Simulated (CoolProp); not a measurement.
Vapour-liquid equilibrium of toluene (1) + n-decane (2) at 315.9 K; x and y are mole fractions of (1).

The numbers come from the multi-fluid Helmholtz-energy mixture model, Lemmon 2006 and Lemmon 2006; pair parameters Bell 2016 in CoolProp.

Task: Give the bubble pressure and the first vapour's composition at x = 0.45, 0.55, 0.65. Is there an azeotrope?

Result: x = 0.45: 0.04909 bar, y = 0.934; x = 0.55: 0.05694 bar, y = 0.951; x = 0.65: 0.06418 bar, y = 0.965. No azeotrope shows between x = 0.05 and 0.95.

The pair parameters rest on a limited set of measurements; away from them the model extrapolates.
